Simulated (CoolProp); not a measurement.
Vapour-liquid equilibrium of cyclohexane (1) + m-xylene (2) at 544 kPa; x and y are mole fractions of (1).

Model: multi-fluid Helmholtz-energy mixture model, Zhou 2014 and Zhou 2012; pair parameters Bell 2016, in CoolProp.

| x | bubble temperature (°C) | y at the bubble point | dew temperature at overall composition x (°C) | liquid density (mol/L) |
|---|---|---|---|---|
| 0.05 | 208.8 | 0.138 | 212.8 | 6.416 |
| 0.15 | 197.8 | 0.357 | 208.3 | 6.580 |
| 0.25 | 188.4 | 0.516 | 203.4 | 6.729 |
| 0.35 | 180.6 | 0.634 | 198.1 | 6.866 |
| 0.45 | … | … | 192.5 | 6.993 |
| 0.55 | 168.2 | 0.793 | 186.3 | 7.115 |
| 0.65 | … | 0.850 | 179.4 | 7.234 |
| 0.75 | 158.8 | 0.898 | 171.8 | 7.352 |
| 0.85 | 154.8 | 0.941 | … | 7.473 |
| 0.95 | … | 0.981 | 153.9 | … |

Q: What belongs in the gaps?

A: 
- 0.45, bubble temperature (°C): 173.9
- 0.45, y at the bubble point: 0.723
- 0.65, bubble temperature (°C): 163.2
- 0.85, dew temperature at overall composition x (°C): 163.2
- 0.95, bubble temperature (°C): 151.0
- 0.95, liquid density (mol/L): 7.597

No azeotrope shows between x = 0.05 and 0.95.

Pair parameters are fitted to limited data, so mixtures are less certain than the pure fluids.
